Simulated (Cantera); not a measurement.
## Si + Br2 + N2 (silicon etching in halogen gases)

Charge: 1 mol Si, a varied amount of Br2, 96 mol N2, equilibrated at 575 K and 1.30 Pa.

Equilibrium computed with Cantera from the NASA thermochemical tables; the gas is ideal and each condensed phase is pure. Candidate condensed phases: Br2, Si, Si3N4; 13 gas species. N2 is the only nitrogen source here; it is nearly inert below about 1500 K, so the nitride shown seldom forms there in practice. The numbers say what is thermodynamically allowed, not how fast it happens.

From 0.65 mol Br2 to 1.8 mol Br2 the condensed part is Si3N4(s). From 2.5 mol Br2 to 6.8 mol Br2 nothing is condensed. The main Si-bearing gas is SiBr4 throughout.

```json
[
 {"n(Br2) (mol)": "0.65", "x N2": "0.997", "x Br2": "4.89e-11", "x SiBr4": "0.00339", "x Br": "1.92e-9", "n Si3N4(s)": "0.225"},
 {"n(Br2) (mol)": "0.9", "x N2": "0.995", "x Br2": "5.74e-11", "x SiBr4": "0.00468", "x Br": "2.08e-9", "n Si3N4(s)": "0.183"},
 {"n(Br2) (mol)": "1.3", "x N2": "0.993", "x Br2": "6.88e-11", "x SiBr4": "0.00674", "x Br": "2.28e-9", "n Si3N4(s)": "0.117"},
 {"n(Br2) (mol)": "1.8", "x N2": "0.991", "x Br2": "8.07e-11", "x SiBr4": "0.00929", "x Br": "2.47e-9", "n Si3N4(s)": "0.0333"},
 {"n(Br2) (mol)": "2.5", "x N2": "0.985", "x Br2": "0.00512", "x SiBr4": "0.0103", "x Br": "1.97e-5", "n Si3N4(s)": "0"},
 {"n(Br2) (mol)": "3.5", "x N2": "0.975", "x Br2": "0.0152", "x SiBr4": "0.0102", "x Br": "3.39e-5", "n Si3N4(s)": "0"},
 {"n(Br2) (mol)": "4.9", "x N2": "0.961", "x Br2": "0.0290", "x SiBr4": "0.0100", "x Br": "4.68e-5", "n Si3N4(s)": "0"},
 {"n(Br2) (mol)": "6.8", "x N2": "0.943", "x Br2": "0.0471", "x SiBr4": "0.00982", "x Br": "5.97e-5", "n Si3N4(s)": "0"}
]
```
x: gas mole fraction; n: condensed amount in mol.
